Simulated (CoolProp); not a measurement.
A closed Brayton cycle with carbon dioxide: compressor inlet 328.15 K and 9.7 MPa, high pressure 22.6 MPa, turbine inlet 875 K, compressor efficiency 0.85, turbine efficiency 0.85, recuperator effectiveness 0 (on enthalpy, no pinch check). Each further row changes one setting.

Model: reference Helmholtz-energy equation of state, Span 1996, in CoolProp.

```tsv
case	thermal efficiency (%)	net work (kJ/kg)	compressor to turbine work	compressor exit (K)	turbine exit (K)
as stated	11.6	74.8	0.34	391.7	774.7
turbine inlet 825 K	11.6	?	?	391.7	728.1
compressor inlet 338.15 K	11.2	68.3	0.40	409.8	774.7
high pressure 19.2 MPa	?	62.8	0.32	379.2	793.6
recuperator effectiveness 0.5	17.9	74.8	0.34	391.7	774.7
```

What belongs in the gaps?


- turbine inlet 825 K, net work (kJ/kg): 67.6
- turbine inlet 825 K, compressor to turbine work: 0.36
- high pressure 19.2 MPa, thermal efficiency (%): 9.6
